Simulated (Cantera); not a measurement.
## Carbothermic reduction: PbO + CO

Input: 1 mol PbO, 2.6 mol CO, held at 7.50 Torr.

Equilibrium computed with Cantera from the NASA thermochemical tables; the gas is ideal and each condensed phase is pure. Candidate condensed phases: C, Pb, PbO, PbO2, Pb3O4; 15 gas species. Equilibrium is a limit: real reactors are often held back by kinetics, nucleation or transport.

From 898 K to 1298 K the condensed part is Pb(l). From 1398 K to 2198 K nothing is condensed. The main Pb-bearing gas is Pb throughout.

```tsv
T (K)	x CO	x CO2	x Pb	x PbO	x O2	x O	n Pb(l)
898	0.615	0.385	0.000130	1.83e-11	<1e-12	<1e-12	1.000
998	0.614	0.384	0.00155	1.80e-9	<1e-12	<1e-12	0.996
1098	0.608	0.380	0.0117	7.57e-8	<1e-12	<1e-12	0.969
1198	0.577	0.361	0.0624	1.68e-6	<1e-12	<1e-12	0.827
1298	0.458	0.286	0.256	2.30e-5	<1e-12	1.57e-12	0.106
1398	0.445	0.278	0.278	6.96e-5	3.50e-11	5.43e-11	0
1498	0.445	0.278	0.278	0.000169	8.80e-10	1.17e-9	0
1598	0.445	0.277	0.277	0.000364	1.47e-8	1.71e-8	0
1698	0.445	0.277	0.277	0.000714	1.74e-7	1.83e-7	0
1798	0.446	0.276	0.276	0.00129	1.56e-6	1.49e-6	0
1898	0.447	0.276	0.276	0.00218	1.10e-5	9.74e-6	0
1998	0.448	0.274	0.274	0.00346	6.33e-5	5.24e-5	0
2098	0.450	0.272	0.272	0.00520	0.000303	0.000239	0
2198	0.454	0.266	0.270	0.00736	0.00122	0.000931	0
```
x: gas mole fraction; n: condensed amount in mol.
